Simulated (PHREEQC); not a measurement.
## Buffer: speciation

Consider water at 20 °C with 51 mmol/kgw NaHSO4 and 0.58 mmol/kgw NH3. Closed to the air; pH follows from the charge balance.

Equilibrium calculation in PHREEQC: ion-association model, phreeqc.dat.

Each row changes one thing in this solution. Precipitation was switched off in this run.

| case | pH | ionic strength (mol/kgw) | Na+ (mol/kgw) | SO4-2 (mol/kgw) | HSO4- (mol/kgw) | NaSO4- (mol/kgw) |
|---|---|---|---|---|---|---|
| as made | 1.65 | 0.102 | 0.0488 | 0.0253 | 0.0235 | 0.00222 |
| 0.0006 mol/kgw Na2SO4 added | 1.66 | 0.103 | 0.0499 | 0.0256 | 0.0236 | 0.00230 |
| 0.0013 mol/kgw CaSO4 added | 1.66 | 0.104 | 0.0488 | 0.0258 | 0.0236 | 0.00226 |
| NaHSO4 from 0.051 to 0.51 mol/kgw | 0.88 | 0.759 | 0.458 | 0.124 | 0.333 | ___ |
| temperature from 20 to 65 °C | 1.82 | 0.0851 | ___ | 0.0171 | 0.0320 | 0.00191 |
| NaHSO4 from 0.051 to 0.102 mol/kgw | 1.43 | 0.185 | 0.0961 | 0.0414 | 0.0547 | 0.00587 |
| NH3 from 0.00058 to 0.000522 mol/kgw | 1.65 | 0.102 | 0.0488 | 0.0252 | 0.0235 | 0.00222 |
| NH3 left out | 1.65 | 0.101 | 0.0488 | 0.0251 | 0.0237 | 0.00221 |

Q: What belongs in the gaps?

A: 
- NaHSO4 from 0.051 to 0.51 mol/kgw, NaSO4- (mol/kgw): 0.0522
- temperature from 20 to 65 °C, Na+ (mol/kgw): 0.0491

The ionic strength passes 0.7 mol/kgw, the rough limit of the ion-association models, in NaHSO4 from 0.051 to 0.51 mol/kgw. Constants without temperature data keep their 25 °C values here.
